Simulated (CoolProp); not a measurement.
A closed Brayton cycle with nitrogen: compressor inlet 307.15 K and 4.6 MPa, high pressure 14.8 MPa, turbine inlet 885 K, compressor efficiency 0.89, turbine efficiency 0.9, recuperator effectiveness 0.8 (on enthalpy, no pinch check). Each further row changes one setting.

Model: reference Helmholtz-energy equation of state, Span 2000, in CoolProp.

```csv
case,thermal efficiency (%),net work (kJ/kg),compressor to turbine work,compressor exit (K),turbine exit (K)
as stated,33.2,99.4,0.60,446.1,671.9
turbine inlet 835 K,30.9,85.4,0.63,446.1,632.1
compressor inlet 317.15 K,31.9,94.4,0.62,460.4,671.9
high pressure 12.6 MPa,33.3,93.2,0.57,424.1,698.0
recuperator effectiveness 0.5,26.7,99.4,0.60,446.1,671.9
```
